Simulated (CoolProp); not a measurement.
Vapour-liquid equilibrium of R22 (1) + R142b (2) at 194.8 K; x and y are mole fractions of (1).

Model: multi-fluid Helmholtz-energy mixture model, Kamei 1995 and Lemmon 2006; pair parameters Bell 2016, in CoolProp.

Task: Give the bubble pressure and the first vapour's composition at x = 0.35, 0.5, 0.8. Is there an azeotrope?

Result: x = 0.35: 5.002 kPa, y = 0.761; x = 0.5: 6.409 kPa, y = 0.857; x = 0.8: 9.526 kPa, y = 0.965. No azeotrope shows between x = 0.05 and 0.95.

The pair parameters rest on a limited set of measurements; away from them the model extrapolates.
